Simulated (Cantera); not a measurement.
Feed: 1 mol SiCl₄, 3.6 mol H₂, held at 1225 K and 0.120 bar.

Method: chemical equilibrium by Gibbs-energy minimisation in Cantera with the NASA 1993 tables (ideal gas, pure condensed phases). Candidate condensed phases: Si; 19 gas species. The tables' values for SiCl₃ are old estimates; treat these amounts as uncertain. Rates play no part.

What is the equilibrium state?


- x(H₂) = 0.693
- x(SiCl₄) = 0.137
- x(HCl) = 0.0963
- x(SiHCl₃) = 0.0308
- x(SiCl₂) = 0.0220
- x(SiCl₃) = 0.0195
- x(SiH₂Cl₂) = 0.000924
- x(SiH₃Cl) = 7.64e-6
- gas amount = 4.751 mol
- log10 activity of Si(s) (absent) = -0.17
